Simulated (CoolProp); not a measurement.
Vapour pressure (MPa) of hexamethyldisiloxane (MM): the reference equation beside estimates from Tc = 518.7 K, pc = 1.931 MPa, ω = 0.418. Clausius-Clapeyron is anchored at 335.2 K with a constant enthalpy of vaporisation of 34.40 kJ/mol.

Model: reference Helmholtz-energy equation of state, Thol 2016, in CoolProp.

```json
[
 {"T (K)": "326.8", "reference": "0.02039", "Lee-Kesler": "0.02014", "Clausius-Clapeyron": "0.02062", "Redlich-Kwong": "0.06487", "Soave-Redlich-Kwong": "0.02021", "Peng-Robinson": "0.02070"},
 {"T (K)": "329.6", "reference": "0.02280", "Lee-Kesler": "0.02255", "Clausius-Clapeyron": "0.02296", "Redlich-Kwong": "0.07048", "Soave-Redlich-Kwong": "0.02261", "Peng-Robinson": "0.02310"},
 {"T (K)": "332.4", "reference": "0.02543", "Lee-Kesler": "0.02518", "Clausius-Clapeyron": "0.02552", "Redlich-Kwong": "0.07644", "Soave-Redlich-Kwong": "0.02524", "Peng-Robinson": "0.02573"},
 {"T (K)": "335.2", "reference": "0.02831", "Lee-Kesler": "0.02805", "Clausius-Clapeyron": "0.02831", "Redlich-Kwong": "0.08277", "Soave-Redlich-Kwong": "0.02811", "Peng-Robinson": "0.02860"},
 {"T (K)": "338", "reference": "0.03144", "Lee-Kesler": "0.03119", "Clausius-Clapeyron": "0.03136", "Redlich-Kwong": "0.08949", "Soave-Redlich-Kwong": "0.03123", "Peng-Robinson": "0.03173"},
 {"T (K)": "340.8", "reference": "0.03485", "Lee-Kesler": "0.03460", "Clausius-Clapeyron": "0.03468", "Redlich-Kwong": "0.09659", "Soave-Redlich-Kwong": "0.03464", "Peng-Robinson": "0.03512"},
 {"T (K)": "343.5", "reference": "0.03841", "Lee-Kesler": "0.03817", "Clausius-Clapeyron": "0.03815", "Redlich-Kwong": "0.1038", "Soave-Redlich-Kwong": "0.03819", "Peng-Robinson": "0.03867"},
 {"T (K)": "346.3", "reference": "0.04240", "Lee-Kesler": "0.04217", "Clausius-Clapeyron": "0.04205", "Redlich-Kwong": "0.1118", "Soave-Redlich-Kwong": "0.04219", "Peng-Robinson": "0.04264"},
 {"T (K)": "349.1", "reference": "0.04671", "Lee-Kesler": "0.04651", "Clausius-Clapeyron": "0.04628", "Redlich-Kwong": "0.1201", "Soave-Redlich-Kwong": "0.04651", "Peng-Robinson": "0.04694"},
 {"T (K)": "351.9", "reference": "0.05137", "Lee-Kesler": "0.05119", "Clausius-Clapeyron": "0.05085", "Redlich-Kwong": "0.1289", "Soave-Redlich-Kwong": "0.05118", "Peng-Robinson": "0.05157"},
 {"T (K)": "354.7", "reference": "0.05638", "Lee-Kesler": "0.05624", "Clausius-Clapeyron": "0.05580", "Redlich-Kwong": "0.1382", "Soave-Redlich-Kwong": "0.05621", "Peng-Robinson": "0.05657"}
]
```

Absolute difference from the reference over all 11 rows, mean and median: Lee-Kesler 0.7 and 0.7 %, Clausius-Clapeyron 0.7 and 0.7 %, Redlich-Kwong 179.0 and 177.2 %, Soave-Redlich-Kwong 0.6 and 0.6 %, Peng-Robinson 0.8 and 0.8 %.
